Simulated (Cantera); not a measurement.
Cantera with NASA thermochemical tables; ideal gases at 1 bar, condensed phases pure. Values are per mole of reaction as written; species without (g) are pure solids or liquids, kept so even where they would boil at 1 bar.

a) 2 H₂(g) + O₂(g) → 2 H₂O(g)
b) V + O₂(g) → VO₂(g)
c) 0.8 Ta + O₂(g) → 0.4 Ta₂O₅

**Question.** Order these by ΔG° at 1250 K, most negative first.

**Answer.** c (-601 kJ), a (-357 kJ), b (-264 kJ)
